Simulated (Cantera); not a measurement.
## Premixed flame

A freely propagating, adiabatic, planar premixed flame of CH4 : C2H6 : O2 : N2 = 1 : 0.21 : 2.91 : 10.8 (molar parts), equivalence ratio 0.94, unburnt at 650 K and 11000 Pa; mixture-averaged transport, grid criteria slope 0.08 and curve 0.16, no radiation.

Model: GRI-Mech 3.0 (53 species, 325 reactions), integrated in Cantera. Burning velocities carry a grid error of a few per cent, more on coarse grids.

```csv
z (mm),T (K),u (m/s),x CH4,x C2H6,x O2,x N2O,x O,x CH3
-6.71,650,2.10,0.0670,0.0141,0.195,<1e-8,<1e-8,1.47e-7
-4.47,651,2.11,0.0668,0.0140,0.194,<1e-8,1.13e-8,1.62e-6
-3.35,655,2.12,0.0664,0.0140,0.194,<1e-8,7.75e-8,7.60e-6
-2.24,690,2.25,0.0644,0.0137,0.191,<1e-8,7.07e-7,6.37e-5
-1.12,973,3.23,0.0507,0.0109,0.167,<1e-8,1.92e-5,0.00117
-0.559,1339,4.52,0.0309,0.00464,0.131,<1e-8,0.000187,0.00397
0,1707,5.84,0.00959,0.000348,0.0849,<1e-8,0.00143,0.00302
0.559,1870,6.43,0.00121,2.59e-6,0.0549,1.04e-8,0.00476,0.000498
1.12,1905,6.54,8.21e-5,<1e-8,0.0421,1.32e-8,0.00745,3.41e-5
2.24,1924,6.58,3.27e-7,<1e-8,0.0351,1.46e-8,0.00884,1.38e-7
4.47,1944,6.62,<1e-8,<1e-8,0.0324,1.43e-8,0.00897,<1e-8
8.95,1969,6.69,<1e-8,<1e-8,0.0313,1.46e-8,0.00857,<1e-8
17.9,2007,6.80,<1e-8,<1e-8,0.0303,1.57e-8,0.00777,<1e-8
```
x: mole fraction of selected species; z is measured from the peak of heat release.

The laminar burning velocity is 210 cm/s and the thermal thickness is 2.24 mm. The peak x(O) is 0.00900. The peak x(CH3) comes out as 0.00438 and the grid points comes out as 155.
